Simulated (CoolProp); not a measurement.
A closed Brayton cycle with carbon dioxide: compressor inlet 327.15 K and 8.9 MPa, high pressure 20.3 MPa, turbine inlet 835 K, compressor efficiency 0.8, turbine efficiency 0.93, recuperator effectiveness 0.8 (on enthalpy, no pinch check). Each further row changes one setting.

The numbers come from the reference Helmholtz-energy equation of state, Span 1996 in CoolProp.

```tsv
case	thermal efficiency (%)	net work (kJ/kg)	compressor to turbine work	compressor exit (K)	turbine exit (K)
as stated	27.5	72.6	0.37	394.9	731.9
turbine inlet 785 K	?	64.9	?	394.9	?
compressor inlet 337.15 K	26.6	66.6	0.42	411.2	731.9
high pressure 17.3 MPa	25.1	?	0.35	381.4	?
recuperator effectiveness 0.5	?	72.6	0.37	394.9	731.9
```

### Question
Some entries are withheld; supply them.

### Answer

- turbine inlet 785 K, thermal efficiency (%): 26.4
- turbine inlet 785 K, compressor to turbine work: 0.39
- turbine inlet 785 K, turbine exit (K): 685.7
- high pressure 17.3 MPa, net work (kJ/kg): 60.9
- high pressure 17.3 MPa, turbine exit (K): 751.4
- recuperator effectiveness 0.5, thermal efficiency (%): 19.0
